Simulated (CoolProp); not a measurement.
Properties of R143a along the isotherm 226.85 °C.

Values from CoolProp's reference Helmholtz-energy equation of state, Lemmon and Jacobsen 2000.

```
p (MPa)  phase  cp (kJ/(kg K))  Joule-Thomson coefficient (K/MPa)  isothermal compressibility (1/MPa)  viscosity (µPa s)  conductivity (mW/(m K))  fugacity coefficient
-------  -----  --------------  ---------------------------------  ----------------------------------  -----------------  -----------------------  --------------------
0.00595    gas           1.277                              4.101                               168.1               18.0                     38.1                0.9999
0.01       gas           1.277                              4.101                               100.0               18.0                     38.1                0.9998
0.0169     gas           1.277                              4.101                               59.20               18.0                     38.1                0.9996
0.0286     gas           1.278                              4.101                               34.99               18.0                     38.1                0.9993
0.0482     gas           1.278                              4.101                               20.77               18.0                     38.1                0.9988
0.0814     gas           1.279                              4.101                               12.31               18.0                     38.1                0.9980
0.137      gas           1.280                              4.101                               7.324               18.0                     38.1                0.9966
0.232      gas           1.282                              4.101                               4.335               18.1                     38.1                0.9943
0.391      gas           1.286                              4.101                               2.583               18.1                     38.1                0.9903
0.66       gas           1.292                              4.100                               1.540               18.3                     38.2                0.9838
1.11       gas           1.303                              4.096                              0.9262               18.5                     38.4                0.9729
1.88       gas           1.322                              4.081                              0.5574               18.9                     38.6                0.9546
```

Viscosity comes from a separate model (Klein 1997), an estimate that may be off by 10 % or more. Thermal conductivity comes from a separate model (McLinden 2000), an estimate that may be off by 10 % or more.
